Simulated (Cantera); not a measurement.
Charge: 1 mol PbCl₂, 66 mol N₂, 0.29 mol HCl, held at 1798.15 K and 73000 Pa.

Method: chemical equilibrium by Gibbs-energy minimisation in Cantera with the NASA 1993 tables (ideal gas, pure condensed phases). Candidate condensed phases: NH₄Cl, Pb, PbCl₂; 17 gas species. The tables' values for PbCl₄ are old estimates; treat these amounts as uncertain. Equilibrium is a limit: real reactors are often held back by kinetics, nucleation or transport.

Base state: N₂ 0.979, PbCl₂ 0.0107, HCl 0.00430, PbCl 0.00341, Cl 0.00232, PbCl₄ 0.000630, Pb 0.000120, Cl₂ 3.99e-5 (mole fractions); condensed: gas only.

Task: What changes in the equilibrium state with this change: PbCl₂ replaced by NaCl?

Result: 
```csv
species,before,after
N₂,0.979,0.981
NaCl,0,0.0148
HCl,0.00430,0.00417
PbCl₂,0.0107,0
PbCl,0.00341,0
PbCl₄,0.000630,0
Pb,0.000120,0
```
Further candidate phases: Na, NaCl.
